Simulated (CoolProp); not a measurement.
A closed Brayton cycle with carbon dioxide: compressor inlet 312.15 K and 8.9 MPa, high pressure 18.2 MPa, turbine inlet 650 K, compressor efficiency 0.85, turbine efficiency 0.9, recuperator effectiveness 0.8 (on enthalpy, no pinch check). Each further row changes one setting.

Values from CoolProp's reference Helmholtz-energy equation of state, Span 1996.

```
case                           thermal efficiency (%)  net work (kJ/kg)  compressor to turbine work  compressor exit (K)  turbine exit (K)
-----------------------------  ----------------------  ----------------  --------------------------  -------------------  ----------------
as stated                                        22.5              53.7                        0.26                342.4             574.3
turbine inlet 600 K                              21.1              46.6                        0.29                342.4             527.2
compressor inlet 322.15 K                        21.8              42.2                        0.42                375.6             574.3
high pressure 15.5 MPa                           19.7              43.6                        0.24                335.4             591.1
recuperator effectiveness 0.5                    16.5              53.7                        0.26                342.4             574.3
```
